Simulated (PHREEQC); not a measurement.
1.1 g of hydrous ferric oxide (600 m²/g; 0.2 weak and 0.005 strong sites per Fe, Dzombak-Morel constants, diffuse double layer) in 1 kg of water with 0.3 mol/kgw of an inert sodium salt and 3.6 mmol/kgw ZnSO4 and 0.18 mmol/kgw SrCl2, at 25 °C; the pH is set by adding NaOH or the inert anion's acid. Oxygen is held at 0.21 atm. The system is closed to CO2. Nothing may precipitate in this run.

All values are PHREEQC results (ion-association model, wateq4f.dat), not measurements.

```
pH   S sorbed (%)  Zn sorbed (%)  Sr sorbed (%)  surface charge σ (C/m²)  surface potential ψ (mV)
---  ------------  -------------  -------------  -----------------------  ------------------------
4            22.4            0.1            0.0                    0.131                        74
5            20.3            1.6            0.0                    0.123                        71
6            13.5           13.8            0.0                    0.102                        63
6.5          11.3           32.4            0.0                    0.105                        64
7.5             ?           49.9            0.0                    0.141                        78
8.5           3.7              ?            0.0                    0.165                        85
9.5           0.3           43.4            0.1                        ?                        58
10            0.0           39.0            0.7                    0.045                         ?
11            0.0           30.2           40.7                   -0.030                         ?
12            0.0           14.0           99.1                   -0.171                       -85
```

Question: Some entries are withheld; supply them.

Answer: 
- 7.5, S sorbed (%): 9.4
- 8.5, Zn sorbed (%): 52.1
- 9.5, surface charge σ (C/m²): 0.089
- 10, surface potential ψ (mV): 33
- 11, surface potential ψ (mV): -23

Along this series the solution becomes supersaturated in solids that the run did not let form, among them Zn(OH)2-e, Zn4(OH)6SO4, Zn5(OH)8Cl2. Species that the database lacks are ignored.
